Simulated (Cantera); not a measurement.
Charge: 1 mol CH4, 0.046 mol NH3, 0.27 mol N2, at 750 K and 17000 Pa.

These are equilibrium values from Cantera (NASA tables, ideal gas, pure condensed phases), not measurements of a reactor. Candidate condensed phases: C, C6H6, C7H8, C8H18; 92 gas species. Kinetics and transport are ignored.

Base state: H2 0.632, CH4 0.217, N2 0.151, NH3 0.000170 (mole fractions); condensed: C(graphite).

### Question
What changes in the equilibrium state with this change: temperature from 750 K to 1223 K?

### Answer
| species | before | after |
|---|---|---|
| H2 | 0.632 | 0.874 |
| N2 | 0.151 | 0.124 |
| CH4 | 0.217 | 0.00173 |
| HCN | 7.57e-9 | 3.15e-5 |
| NH3 | 0.000170 | 8.42e-6 |
| C(graphite), mol | 0.579 | 0.996 |
